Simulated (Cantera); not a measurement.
Input: 1 mol SiCl4, 2.5 mol Cl2, 3.3 mol H2, at 623 K and 34000 Pa.

Method: chemical equilibrium by Gibbs-energy minimisation in Cantera with the NASA 1993 tables (ideal gas, pure condensed phases). Candidate condensed phases: Si; 19 gas species. Rates play no part.

Base state: HCl 0.735, SiCl4 0.147, H2 0.118 (mole fractions); condensed: gas only.

### Question
What changes in the equilibrium state with this change: 0.044 mol HF added?

### Answer
```tsv
species	before	after
HCl	0.735	0.737
SiCl4	0.147	0.145
H2	0.118	0.117
SiF4	0	0.00161
```

### Question
What changes in the equilibrium state with this change: H2 from 3.3 to 0.44 mol?

### Answer
| species | before | after |
|---|---|---|
| Cl2 | <1e-9 | 0.523 |
| SiCl4 | 0.147 | 0.254 |
| HCl | 0.735 | 0.223 |
| H2 | 0.118 | <1e-9 |
